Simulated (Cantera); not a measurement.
## Ignition delay

Mixture: H2 : O2 : N2 : NO = 1 : 0.649 : 2.44 : 0.02 (molar parts), at 760 Torr, adiabatic and at constant volume. Ignition delay is the time to a rise of 400 K.

Model: GRI-Mech 3.0 (53 species, 325 reactions), integrated in Cantera. The mechanism lacks 2 NO + O2 → 2 NO2 and HONO, so NO2 and the effect of NO are under-described below about 1400 K. Where the delays flatten at high temperature, the 400 K rule measures the pace of heat release, not the induction time.

```json
[
 {"T0 (K)": "1275", "delay (ms)": "0.0308"},
 {"T0 (K)": "1350", "delay (ms)": "0.0234"},
 {"T0 (K)": "1425", "delay (ms)": "0.0188"},
 {"T0 (K)": "1500", "delay (ms)": "0.0160"},
 {"T0 (K)": "1575", "delay (ms)": "0.0143"},
 {"T0 (K)": "1650", "delay (ms)": "0.0134"},
 {"T0 (K)": "1725", "delay (ms)": "0.0130"},
 {"T0 (K)": "1800", "delay (ms)": "0.0132"},
 {"T0 (K)": "1875", "delay (ms)": "0.0137"},
 {"T0 (K)": "1950", "delay (ms)": "0.0145"}
]
```
